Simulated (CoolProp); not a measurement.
R113 along the isobar 1.33 MPa: density (kg/m³) from the reference equation and from simpler models built on Tc = 487.2 K, pc = 3.392 MPa, ω = 0.253; each cubic takes its own stable root.

Computed with CoolProp (reference Helmholtz-energy equation of state, Marx 1992).

```tsv
T (K)	phase	reference	Redlich-Kwong	Soave-Redlich-Kwong	Peng-Robinson
245.8	liquid	1687	1527	1558	1752
262.7	liquid	1649	1494	1529	1721
279.7	liquid	1610	1458	1497	1687
296.6	liquid	1570	1421	1463	1650
313.6	liquid	1530	1380	1426	1610
330.5	liquid	1488	1337	1385	1566
347.5	liquid	1445	1290	1341	1518
364.4	liquid	1399	1239	1292	1464
381.4	liquid	1350	1182	1238	1403
398.3	liquid	1297	1119	1176	1334
415.3	liquid	1236	1044	1103	1251
432.2	gas	92.22	89.65	91.47	93.45
449.2	gas	84.09	83.02	83.94	85.61
466.1	gas	78.04	77.67	78.06	79.51
483.1	gas	73.16	73.16	73.22	74.49
500	gas	69.11	69.31	69.15	70.28
```
